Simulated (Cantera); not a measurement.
A closed system holds: 1 mol C₃H₆, 0.015 mol O₂, 0.78 mol N₂, at 1600 °C and 12.0 mbar.

Equilibrium computed with Cantera from the NASA thermochemical tables; the gas is ideal and each condensed phase is pure. Candidate condensed phases: C, C₆H₆, C₇H₈, C₈H₁₈, H₂O; 136 gas species. The numbers say what is thermodynamically allowed, not how fast it happens.

Base state: H₂ 0.781, N₂ 0.202, CO 0.00785, H 0.00521, HCN 0.00344, C₂H₂ (acetylene) 0.000244, HNC 0.000153 (mole fractions); condensed: C(graphite).

### Question
What changes in the equilibrium state with this change: pressure from 12.0 mbar to 0.133 bar?

### Answer
| species | before | after |
|---|---|---|
| H₂ | 0.781 | 0.784 |
| N₂ | 0.202 | 0.203 |
| CO | 0.00785 | 0.00787 |
| H | 0.00521 | 0.00156 |
| CH₄ | 4.46e-6 | 4.99e-5 |
| C₂H₂ (acetylene) | 0.000244 | 0.000245 |
| HNC | 0.000153 | 0.000153 |
| HCN | 0.00344 | 0.00345 |
| C(graphite), mol | 2.95 | 2.95 |
